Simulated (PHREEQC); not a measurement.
Make-up at 50 °C: 0.15 mol/kgw NaH2PO4. Closed to the air; pH follows from the charge balance.

Computed with PHREEQC (ion-association model, wateq4f.dat).

```
Quantity                Value
--------------  -------------
pH                       4.45
ionic strength  0.151 mol/kgw
```

```json
[
 {"species": "Na+", "molality": "0.150", "activity": "0.112", "log γ": "-0.126"},
 {"species": "H2PO4-", "molality": "0.148", "activity": "0.112", "log γ": "-0.122"},
 {"species": "H3PO4", "molality": "0.000739", "activity": "0.000765", "log γ": "0.015"},
 {"species": "HPO4-2", "molality": "0.000718", "activity": "0.000225", "log γ": "-0.504"},
 {"species": "NaHPO4-", "molality": "6.52e-5", "activity": "4.92e-5", "log γ": "-0.122"},
 {"species": "H+", "molality": "4.39e-5", "activity": "3.52e-5", "log γ": "-0.096"},
 {"species": "OH-", "molality": "2.08e-9", "activity": "1.50e-9", "log γ": "-0.143"}
]
```

This is a speciation only: nothing precipitates in the calculation. Species that the database lacks are ignored. H3PO4, which wateq4f.dat lacks, is added to it with the constant of phreeqc.dat. At this temperature some constants are extrapolated from 25 °C, and those without enthalpy data are left unchanged.
